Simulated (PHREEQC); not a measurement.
Consider water at 25 °C with 21 mmol/kgw Pb(NO3)2 and 120 mmol/kgw NaNO3. Closed to the air; pH follows from the charge balance.

Equilibrium calculation in PHREEQC: ion-association model, phreeqc.dat.

No solid was allowed to form.

Q: What pH, ionic strength does the model give?

A: pH 4.91; ionic strength 0.166 mol/kgw.

Q: In which forms is N present?

A: NO3- 95 %, PbNO3+ 5.3 % of the N.

Species that the database lacks are ignored.
